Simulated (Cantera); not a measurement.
Input (Python, Cantera) and output of one run.

```python
import numpy as np
import cantera as ct

gas_names = """
    C CO CO2 C2 C2O C3 C3O2 C4 C5 Fe FeC5O5 FeO O O2 O3
""".split()
cond_names = """
    C(gr) Fe(a) Fe(c) Fe(d) Fe(L) FeC5O5(L) FeO(s) FeO(L) Fe2O3(s) Fe3O4(s)
""".split()


# ... load() reads the species with a 1 bar reference pressure and builds the phases ...
atoms = {
    'Fe3O4': {'Fe': 3, 'O': 4},
    'CO': {'C': 1, 'O': 1},
    'C': {'C': 1},
}
top_T = {'C(gr)': 4500, 'Fe2O3(s)': 1830, 'Fe3O4(s)': 1870}  # K; cautious upper limits of use, not melting points


# ... equilibrate(T, P, feed) seeds the gas with the atoms and calls Mixture.equilibrate('TP', solver="vcs", rtol=1e-11, max_steps=5000) ...
results = []
feed = {'Fe3O4': 1, 'CO': 12, 'C': 1.5}  # mol
P = 23  # Pa
for T in [1950, 2000, 2050, 2100, 2150, 2200, 2250, 2300, 2350, 2400, 2450, 2500, 2550]:
    mix = equilibrate(T, P, feed)
    results.append((T, P, feed, dict(zip(mix.species_names, mix.species_moles))))

top = {s: max(r[3][s] / sum(r[3][g] for g in gas_names) for r in results) for s in gas_names}
cols = sorted((s for s in top if top[s] > 0.0001), key=lambda s: -top[s])[:7]
seen = [c for c in cond_names if any(r[3].get(c, 0) > 1e-12 for r in results)]
print("log10 of partial pressures in bar; condensed amounts in mol")
print(f"{'T/K':>10s}" + "".join(f"{s[:9]:>10s}" for s in cols + seen))
for T, P, feed, n in results:
    ng = sum(n[g] for g in gas_names)
    print(f"{T:10.4g}" + "".join(f"{np.log10(max(n[s] / ng * P / 1e5, 1e-99)):10.3f}" for s in cols)
          + "".join(f"{n.get(c, 0):10.4g}" for c in seen))
```

Result:

```
log10 of partial pressures in bar; condensed amounts in mol
       T/K        CO        Fe       CO2         O        O2       FeO
      1950    -3.812    -4.386    -4.469    -7.067    -7.443    -6.153
      2000    -3.812    -4.388    -4.473    -6.715    -7.081    -6.088
      2050    -3.811    -4.390    -4.481    -6.384    -6.744    -6.031
      2100    -3.809    -4.392    -4.494    -6.075    -6.436    -5.984
      2150    -3.807    -4.395    -4.517    -5.792    -6.166    -5.951
      2200    -3.804    -4.399    -4.554    -5.538    -5.941    -5.938
      2250    -3.800    -4.403    -4.611    -5.317    -5.769    -5.947
      2300    -3.796    -4.409    -4.688    -5.130    -5.653    -5.982
      2350    -3.793    -4.414    -4.788    -4.977    -5.593    -6.041
      2400    -3.790    -4.420    -4.908    -4.854    -5.584    -6.122
      2450    -3.788    -4.425    -5.047    -4.758    -5.620    -6.222
      2500    -3.787    -4.429    -5.200    -4.686    -5.694    -6.337
      2550    -3.786    -4.432    -5.365    -4.634    -5.799    -6.464
```

These are equilibrium values from Cantera (NASA tables, ideal gas, pure condensed phases), not measurements of a reactor.
